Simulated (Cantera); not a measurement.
Input (Python, Cantera):

```python
import numpy as np
import cantera as ct

gas = ct.Solution("gri30.yaml")


def delay(T, t_max=10):
    gas.TPX = T, 700000, {'CH4': 1, 'O2': 1.25, 'N2': 5.12}
    reactor = ct.IdealGasReactor(gas, clone=False)
    net = ct.ReactorNet([reactor])
    net.rtol, net.atol = 1e-8, 1e-16
    while net.time < t_max:
        t_old, T_old = net.time, reactor.T
        net.step()
        if reactor.T > T + 400:  # ignition: a rise of 400 K
            return t_old + (T + 400 - T_old) / (reactor.T - T_old) * (net.time - t_old)
    return np.nan


taus = []
for T in [1175, 1275, 1375, 1475, 1575, 1675, 1775, 1875, 1975, 2075]:
    taus.append(delay(T))
    print(f"T0 = {T:6g} K   tau = {taus[-1]:.4e} s")
```

Output:

```
T0 =   1175 K   tau = 1.2628e-02 s
T0 =   1275 K   tau = 3.6301e-03 s
T0 =   1375 K   tau = 1.1581e-03 s
T0 =   1475 K   tau = 4.0167e-04 s
T0 =   1575 K   tau = 1.5021e-04 s
T0 =   1675 K   tau = 6.1081e-05 s
T0 =   1775 K   tau = 2.7381e-05 s
T0 =   1875 K   tau = 1.3600e-05 s
T0 =   1975 K   tau = 7.4321e-06 s
T0 =   2075 K   tau = 4.4102e-06 s
```

Computed with Cantera and GRI-Mech 3.0 (53 species, 325 reactions).
